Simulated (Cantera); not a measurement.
Source: NASA polynomial tables (part measured, part estimated), evaluated in Cantera. Values are per mole of reaction as written; species without (g) are pure solids or liquids, kept so even where they would boil at 1 bar. ZrN: taken at fixed stoichiometry.

6 OH(g) + Zr + 2 ZrN = 2 NH3(g) + 3 ZrO2(g), with ΔH° = -456.2 kJ and ΔS° = -12.8 J/K at 300 K.

Problem. How far is the shortcut ΔG° ≈ ΔH°(300 K) − T·ΔS°(300 K) from the full temperature-dependent value at 1400, 1450, 1500, 1550, 1600, 1650, 1700, 1750 K?

Solution. 
```csv
T (K),shortcut (kJ),full (kJ),difference (kJ),difference in log10 K,condensed phases
1400,-438.2,-376.9,-61.3,2.29,"Zr(β), ZrN(s)"
1450,-437.5,-372.1,-65.5,2.36,"Zr(β), ZrN(s)"
1500,-436.9,-367.2,-69.7,2.43,"Zr(β), ZrN(s)"
1550,-436.3,-362.2,-74.0,2.50,"Zr(β), ZrN(s)"
1600,-435.6,-357.2,-78.4,2.56,"Zr(β), ZrN(s)"
1650,-435.0,-352.1,-82.9,2.62,"Zr(β), ZrN(s)"
1700,-434.3,-347.0,-87.4,2.68,"Zr(β), ZrN(s)"
1750,-433.7,-341.8,-91.9,2.74,"Zr(β), ZrN(s)"
```
The shortcut ignores heat capacities and the phase changes listed.
